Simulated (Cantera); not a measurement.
Standard-state values (1 bar) from the NASA 1993 polynomials, evaluated with Cantera. Values are per mole of reaction as written; species without (g) are pure solids or liquids, kept so even where they would boil at 1 bar.

4 F(g) + H₂S(g) → 2 H(g) + SF₄(g)

```json
[
 {"T (K)": "2623", "ΔH° (kJ)": "-598.6", "ΔS° (J/K)": "-289.9", "ΔG° (kJ)": "161.8", "log10 K": "-3.22"},
 {"T (K)": "2648", "ΔH° (kJ)": "-598.4", "ΔS° (J/K)": "-289.8", "ΔG° (kJ)": "169.1", "log10 K": "-3.33"},
 {"T (K)": "2673", "ΔH° (kJ)": "?", "ΔS° (J/K)": "?", "ΔG° (kJ)": "?", "log10 K": "?"},
 {"T (K)": "2698", "ΔH° (kJ)": "-598.0", "ΔS° (J/K)": "-289.7", "ΔG° (kJ)": "183.6", "log10 K": "-3.55"},
 {"T (K)": "2723", "ΔH° (kJ)": "?", "ΔS° (J/K)": "?", "ΔG° (kJ)": "?", "log10 K": "?"},
 {"T (K)": "2748", "ΔH° (kJ)": "?", "ΔS° (J/K)": "?", "ΔG° (kJ)": "?", "log10 K": "?"},
 {"T (K)": "2773", "ΔH° (kJ)": "-597.3", "ΔS° (J/K)": "-289.4", "ΔG° (kJ)": "205.3", "log10 K": "-3.87"},
 {"T (K)": "2798", "ΔH° (kJ)": "?", "ΔS° (J/K)": "?", "ΔG° (kJ)": "?", "log10 K": "?"},
 {"T (K)": "2823", "ΔH° (kJ)": "-596.9", "ΔS° (J/K)": "-289.3", "ΔG° (kJ)": "219.7", "log10 K": "-4.07"},
 {"T (K)": "2848", "ΔH° (kJ)": "-596.7", "ΔS° (J/K)": "-289.2", "ΔG° (kJ)": "227.0", "log10 K": "-4.16"}
]
```

Task: What belongs in the gaps?

Result: 
- 2673, ΔH° (kJ): -598.2
- 2673, ΔS° (J/K): -289.7
- 2673, ΔG° (kJ): 176.3
- 2673, log10 K: -3.45
- 2723, ΔH° (kJ): -597.8
- 2723, ΔS° (J/K): -289.6
- 2723, ΔG° (kJ): 190.8
- 2723, log10 K: -3.66
- 2748, ΔH° (kJ): -597.5
- 2748, ΔS° (J/K): -289.5
- 2748, ΔG° (kJ): 198.0
- 2748, log10 K: -3.76
- 2798, ΔH° (kJ): -597.1
- 2798, ΔS° (J/K): -289.4
- 2798, ΔG° (kJ): 212.5
- 2798, log10 K: -3.97
